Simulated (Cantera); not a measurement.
A freely propagating, adiabatic, planar premixed flame of 53.2 % H2, 9.84 % O2, 37.0 % N2, equivalence ratio 2.7, unburnt at 448 K and 3680 Torr; mixture-averaged transport, grid criteria slope 0.08 and curve 0.16, no radiation.

Model: the H2/O2 subset of GRI-Mech 3.0, which has no nitrogen chemistry, integrated in Cantera. The hydrogen kinetics of GRI-Mech 3.0 are dated; newer H2 mechanisms differ, most at raised pressure. Burning velocities carry a grid error of a few per cent, more on coarse grids.

x: mole fraction of selected species; z is measured from the peak of heat release.

| z (mm) | T (K) | u (m/s) | x H2 | x O2 | x H | x HO2 | x H2O | x O |
|---|---|---|---|---|---|---|---|---|
| -0.174 | 448 | 4.42 | 0.532 | 0.0984 | <1e-8 | <1e-8 | <1e-8 | <1e-8 |
| -0.116 | 448 | 4.42 | 0.532 | 0.0984 | <1e-8 | <1e-8 | 1.02e-7 | <1e-8 |
| -0.0870 | 448 | 4.43 | 0.531 | 0.0984 | <1e-8 | 1.75e-7 | 1.84e-6 | <1e-8 |
| -0.0580 | 452 | 4.45 | 0.530 | 0.0986 | <1e-8 | 3.71e-6 | 3.13e-5 | 6.37e-8 |
| -0.0290 | ___ | 5.26 | 0.516 | 0.0996 | 4.81e-5 | 0.000550 | 0.00385 | 8.47e-6 |
| -0.0145 | ___ | 7.90 | 0.482 | 0.0903 | 0.00255 | 0.000661 | 0.0322 | 0.000135 |
| 0 | ___ | 11.0 | 0.433 | 0.0654 | 0.0130 | 0.000296 | 0.0879 | 0.000613 |
| 0.0145 | ___ | 13.3 | 0.387 | 0.0346 | 0.0265 | 0.000136 | 0.148 | 0.000889 |
| 0.0290 | 1605 | 14.5 | 0.361 | 0.0144 | 0.0340 | 5.42e-5 | 0.186 | 0.000590 |
| 0.0580 | 1720 | 15.5 | 0.349 | 0.00217 | 0.0339 | 7.74e-6 | 0.210 | 0.000169 |
| 0.116 | 1802 | 16.2 | 0.352 | 0.000118 | 0.0258 | 4.21e-7 | 0.215 | 6.20e-5 |
| 0.232 | 1869 | 16.7 | 0.358 | 8.98e-6 | 0.0168 | 4.96e-8 | 0.216 | 2.80e-5 |
| 0.464 | 1916 | 17.1 | 0.362 | 3.07e-6 | 0.0101 | 1.95e-8 | 0.217 | 1.07e-5 |

Q: What belongs in the gaps?

A: 
- -0.0290, T (K): 546
- -0.0145, T (K): 848
- 0, T (K): 1210
- 0.0145, T (K): 1465
